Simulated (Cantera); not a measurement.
Feed: 1 mol Cu2O, 20 mol CO, 0.77 mol H2, 3.8 mol CH4, at 39.0 Pa.

Equilibrium computed with Cantera from the NASA thermochemical tables; the gas is ideal and each condensed phase is pure. Candidate condensed phases: C, C6H6, C7H8, C8H18, Cu, CuO, Cu(OH)2, Cu2O, H2O; 113 gas species. Equilibrium is a limit: real reactors are often held back by kinetics, nucleation or transport.

Problem. At 1325 °C, list the 4 most abundant gas species with their mole fractions, and the condensed phases.

Solution. CO 0.669, H2 0.266, Cu 0.0637, H 0.00139. Condensed: C(graphite).
